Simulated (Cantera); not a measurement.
Mixture: CH₄ : C₂H₆ : O₂ : N₂ = 1 : 0.065 : 2.75 : 10.3 (molar parts), at 420 Torr, adiabatic and at constant pressure. Ignition delay is the time to a rise of 400 K.

Detailed kinetics in Cantera: GRI-Mech 3.0 (53 species, 325 reactions).

Task: What does this change do: CH4 1 to 2.4 parts?

Result: 
```csv
quantity,before,after
delay at 1075 K,70.5 ms,0.260 s
delay at 1225 K,9.97 ms,32.5 ms
delay at 1375 K,1.74 ms,4.59 ms
delay at 1525 K,0.399 ms,0.828 ms
apparent activation energy between 1450 and 1600 K,170 kJ/mol,200 kJ/mol
```

Task: What does this change do: N2 10.3 to 15 parts?

Result: 
```
quantity                                                before       after
--------------------------------------------------  ----------  ----------
delay at 1075 K                                        70.5 ms     94.8 ms
delay at 1225 K                                        9.97 ms     13.9 ms
delay at 1375 K                                        1.74 ms     2.36 ms
delay at 1525 K                                       0.399 ms    0.516 ms
apparent activation energy between 1450 and 1600 K  170 kJ/mol  170 kJ/mol
```
